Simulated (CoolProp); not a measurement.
Vapour-liquid equilibrium of carbon dioxide (1) + n-perfluorobutane (2) at 273.9 K; x and y are mole fractions of (1).

The numbers come from the multi-fluid Helmholtz-energy mixture model, Span 1996 and Gao 2022; pair parameters Bell 2016 in CoolProp.

```
x     bubble pressure (kPa)  y at the bubble point  dew pressure at overall composition x (kPa)  liquid density (mol/L)
----  ---------------------  ---------------------  -------------------------------------------  ----------------------
0.05                  296.0                  0.613                                        119.3                   6.932
0.2                   930.8                  0.875                                        142.2                   7.841
0.35                   1507                  0.922                                        175.5                   8.948
0.5                    1940                  0.940                                        228.6                   10.34
0.65                   2308                  0.953                                        327.1                   12.16
0.8                    2735                  0.969                                        575.5                   14.76
0.95                   3322                  0.991                                         2213                   18.94
```

No azeotrope shows between x = 0.05 and 0.95.

The pair parameters rest on a limited set of measurements; away from them the model extrapolates. The gap from Raoult's law changes sign with composition, which may be real or a fault of the pair parameters; it wasn't checked against measurements.
